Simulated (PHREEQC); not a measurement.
# Acid mine or pickling water

Synthetic water in mmol/kgw, 20 °C, pH 1.84, pe 11.8:

```csv
constituent,mmol/kgw
Na,2.12
K,2.86
Ca,3.09
Mg,0.722
Cl,3.93
S(6),18.7
Cu(2),0.0121
O(0) (counted as O atoms),0.00366
```

Valence states are taken as typed.

The numbers come from PHREEQC with the ion-association model, phreeqc.dat.

```json
{
 "ionic_strength": "0.0417 mol/kgw",
 "specific_conductance": "6660 µS/cm",
 "total_alkalinity": "-24.2 meq/kg",
 "charge_balance_error": "-7.6 %"
}
```

```
species  molality  activity   log γ
-------  --------  --------  ------
H+         0.0168    0.0144  -0.064
SO4-2     0.00997   0.00487  -0.311
HSO4-     0.00738   0.00615  -0.079
Cl-       0.00393   0.00325  -0.082
K+        0.00278   0.00229  -0.083
Ca+2      0.00212   0.00106  -0.303
Na+       0.00207   0.00173  -0.078
CaSO4    0.000873  0.000881   0.004
Mg+2     0.000480  0.000244  -0.294
MgSO4    0.000242  0.000244   0.004
CaHSO4+   9.39e-5   7.82e-5  -0.079
KSO4-     8.54e-5   7.17e-5  -0.076
NaSO4-    4.87e-5   4.09e-5  -0.076
Cu+2      8.14e-6   4.13e-6  -0.295
CuSO4     3.92e-6   3.96e-6   0.004
O2        1.83e-6   1.85e-6   0.004
```

This is a speciation only: nothing precipitates in the calculation.
